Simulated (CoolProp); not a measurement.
Computed with CoolProp (reference Helmholtz-energy equation of state, Lemmon 2006). It is a short technical equation, of lower accuracy than the large ones.

Task: Give the vapour pressure (MPa), enthalpy of vaporisation (kJ/kg), surface tension (mN/m) of saturated C2F6 (R116) at 250.6 K.

Result: 
```
T (K)  p (MPa)  enthalpy of vaporisation (kJ/kg)  surface tension (mN/m)
-----  -------  --------------------------------  ----------------------
250.6    0.968                              85.5                    3.96
```

Surface tension comes from a separate correlation (Mulero 2012).
